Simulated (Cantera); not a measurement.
Cantera run, input and output.

```python
import numpy as np
import cantera as ct

surf = ct.Interface("ptcombust.yaml", "Pt_surf")
gas = surf.adjacent["gas"]
gas.TPX = 300, 3100, {'CH4': 0.021, 'O2': 0.078, 'N2': 0.79}
jet = ct.ImpingingJet(gas=gas, width=0.054, surface=surf)
jet.inlet.mdot, jet.inlet.T, jet.inlet.X = 0.02, 300, {'CH4': 0.021, 'O2': 0.078, 'N2': 0.79}
jet.set_refine_criteria(ratio=10, slope=0.2, curve=0.3)
show, cover = ['CH4', 'O2', 'H2O', 'OH', 'CO', 'CO2'], ["PT(S)", "H(S)", "O(S)", "OH(S)", "CO(S)", "C(S)"]

rows = []
print(f"{'Ts/K':>7s}" + "".join(f"{s:>11s}" for s in show + cover) + "   (gas at the wall, coverages)")
for i, Ts in enumerate([950, 1000, 1050, 1100, 1150, 1200]):
    jet.surface.T = Ts
    if i == 0:
        surf.TP = Ts, 3100
        surf.coverages = "PT(S):0.5, O(S):0.5"
        surf.advance_coverages(1.0)
        jet.set_initial_guess(products="inlet")
    jet.solve(loglevel=0, auto=(i == 0))
    rows.append([*(jet.X[gas.species_index(s), -1] for s in show), *surf[cover].coverages])
    print(f"{Ts:7g}" + "".join(f"{x:11.3e}" for x in rows[-1]))
```

It prints:

```
   Ts/K        CH4         O2        H2O         OH         CO        CO2      PT(S)       H(S)       O(S)      OH(S)      CO(S)       C(S)   (gas at the wall, coverages)
    950  1.087e-02  6.066e-02  2.373e-02  1.176e-07  7.228e-06  1.559e-02  3.648e-01  1.630e-07  6.345e-01  7.100e-04  4.068e-06  1.947e-08
   1000  8.472e-03  5.560e-02  2.811e-02  3.170e-07  7.797e-06  1.850e-02  4.445e-01  3.310e-07  5.548e-01  6.637e-04  2.866e-06  1.791e-08
   1050  6.759e-03  5.200e-02  3.121e-02  7.545e-07  8.513e-06  2.057e-02  5.209e-01  6.030e-07  4.785e-01  5.948e-04  2.042e-06  1.625e-08
   1100  5.557e-03  4.949e-02  3.335e-02  1.626e-06  9.513e-06  2.200e-02  5.920e-01  1.014e-06  4.075e-01  5.193e-04  1.497e-06  1.484e-08
   1150  4.703e-03  4.773e-02  3.483e-02  3.221e-06  1.092e-05  2.299e-02  6.575e-01  1.611e-06  3.420e-01  4.455e-04  1.141e-06  1.382e-08
   1200  4.091e-03  4.652e-02  3.585e-02  5.936e-06  1.287e-05  2.367e-02  7.164e-01  2.448e-06  2.832e-01  3.773e-04  9.045e-07  1.317e-08
```

Model: Deutschmann's 1995 Pt surface mechanism with GRI-Mech 3.0 gas chemistry, integrated in Cantera. Catalytic surfaces can have several steady states; this one follows from the mechanism file's or the stated starting coverage.
